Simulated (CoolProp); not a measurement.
Vapour-liquid equilibrium of cyclohexane (1) + toluene (2) at 369.4 K; x and y are mole fractions of (1).

Values from CoolProp's multi-fluid Helmholtz-energy mixture model, Zhou 2014 and Lemmon 2006; pair parameters Bell 2016.

```
x     bubble pressure, mixture model (MPa)  bubble pressure, Raoult's law (MPa)  y, mixture model  y, Raoult's law
----  ------------------------------------  -----------------------------------  ----------------  ---------------
0.05                               0.07287                              0.07077             0.134            0.112
0.15                               0.08527                              0.07995             0.331            0.296
0.25                               0.09650                              0.08913             0.470            0.443
0.35                                0.1067                              0.09831             0.576            0.562
0.45                                0.1160                               0.1075             0.662            0.661
0.55                                0.1246                               0.1167             0.734            0.745
0.65                                0.1326                               0.1258             0.798            0.816
0.75                                0.1402                               0.1350             0.857            0.877
0.85                                0.1475                               0.1442             0.914            0.931
0.95                                0.1545                               0.1534             0.971            0.978
```

The largest gap from Raoult's law is +8.5 % in bubble pressure, at x = 0.35. No azeotrope shows between x = 0.05 and 0.95.

Pair parameters are fitted to limited data, so mixtures are less certain than the pure fluids.
